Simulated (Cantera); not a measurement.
Source: NASA polynomial tables (part measured, part estimated), evaluated in Cantera. Values are per mole of reaction as written; species without (g) are pure solids or liquids, kept so even where they would boil at 1 bar.

O2(g) + CaS → SO2(g) + Ca

```
T (K)    ΔH° (kJ)   ΔS° (J/K)    ΔG° (kJ)     log10 K
-----  ----------  ----------  ----------  ----------
1273        182.6        31.0       143.2       -5.88
1323        182.8        31.1       141.6       -5.59
1373        182.9        31.2       140.1       -5.33
1423        183.1        31.3       138.5       -5.08
1473   (withheld)  (withheld)  (withheld)  (withheld)
1523   (withheld)  (withheld)  (withheld)  (withheld)
1573        183.4        31.5       133.8       -4.44
1623   (withheld)  (withheld)  (withheld)  (withheld)
```

Some entries are withheld; supply them.


- 1473, ΔH° (kJ): 183.2
- 1473, ΔS° (J/K): 31.4
- 1473, ΔG° (kJ): 137.0
- 1473, log10 K: -4.86
- 1523, ΔH° (kJ): 183.3
- 1523, ΔS° (J/K): 31.5
- 1523, ΔG° (kJ): 135.4
- 1523, log10 K: -4.64
- 1623, ΔH° (kJ): 183.5
- 1623, ΔS° (J/K): 31.6
- 1623, ΔG° (kJ): 132.2
- 1623, log10 K: -4.26
